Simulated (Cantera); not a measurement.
Cantera run, input and output.

```python
import numpy as np
import cantera as ct

surf = ct.Interface("ptcombust.yaml", "Pt_surf")
gas = surf.adjacent["gas"]
gas.TPX = 300, 8600, {'CH4': 0.03, 'O2': 0.074, 'N2': 0.79}
jet = ct.ImpingingJet(gas=gas, width=0.062, surface=surf)
jet.inlet.mdot, jet.inlet.T, jet.inlet.X = 0.043, 300, {'CH4': 0.03, 'O2': 0.074, 'N2': 0.79}
jet.set_refine_criteria(ratio=10, slope=0.2, curve=0.3)
show, cover = ['CH4', 'O2', 'H2O', 'OH', 'CO', 'CO2'], ["PT(S)", "H(S)", "O(S)", "OH(S)", "CO(S)", "C(S)"]

rows = []
print(f"{'Ts/K':>7s}" + "".join(f"{s:>11s}" for s in show + cover) + "   (gas at the wall, coverages)")
for i, Ts in enumerate([950, 1000, 1050, 1100, 1150, 1200, 1250, 1300]):
    jet.surface.T = Ts
    if i == 0:
        surf.TP = Ts, 8600
        surf.coverages = "PT(S):0.5, O(S):0.5"
        surf.advance_coverages(1.0)
        jet.set_initial_guess(products="inlet")
    jet.solve(loglevel=0, auto=(i == 0))
    rows.append([*(jet.X[gas.species_index(s), -1] for s in show), *surf[cover].coverages])
    print(f"{Ts:7g}" + "".join(f"{x:11.3e}" for x in rows[-1]))
```

It prints:

```
   Ts/K        CH4         O2        H2O         OH         CO        CO2      PT(S)       H(S)       O(S)      OH(S)      CO(S)       C(S)   (gas at the wall, coverages)
    950  1.097e-02  3.484e-02  4.203e-02  9.892e-08  6.898e-06  2.768e-02  3.400e-01  3.183e-07  6.585e-01  1.544e-03  9.336e-06  4.467e-08
   1000  7.675e-03  2.791e-02  4.802e-02  2.566e-07  6.783e-06  3.168e-02  4.269e-01  6.662e-07  5.717e-01  1.433e-03  6.369e-06  3.980e-08
   1050  5.679e-03  2.373e-02  5.159e-02  5.950e-07  6.949e-06  3.408e-02  5.089e-01  1.229e-06  4.898e-01  1.270e-03  4.409e-06  3.509e-08
   1100  4.437e-03  2.116e-02  5.376e-02  1.257e-06  7.444e-06  3.555e-02  5.843e-01  2.079e-06  4.146e-01  1.097e-03  3.163e-06  3.135e-08
   1150  3.628e-03  1.953e-02  5.512e-02  2.454e-06  8.305e-06  3.646e-02  6.527e-01  3.309e-06  3.464e-01  9.329e-04  2.371e-06  2.872e-08
   1200  3.084e-03  1.849e-02  5.597e-02  4.478e-06  9.612e-06  3.702e-02  7.134e-01  5.021e-06  2.858e-01  7.846e-04  1.856e-06  2.702e-08
   1250  2.707e-03  1.786e-02  5.649e-02  7.702e-06  1.148e-05  3.733e-02  7.661e-01  7.334e-06  2.333e-01  6.549e-04  1.513e-06  2.608e-08
   1300  2.439e-03  1.752e-02  5.677e-02  1.258e-05  1.409e-05  3.747e-02  8.109e-01  1.038e-05  1.886e-01  5.436e-04  1.280e-06  2.575e-08
```

Computed with Cantera and Deutschmann's 1995 Pt surface mechanism with GRI-Mech 3.0 gas chemistry. Catalytic surfaces can have several steady states; this one follows from the mechanism file's or the stated starting coverage.
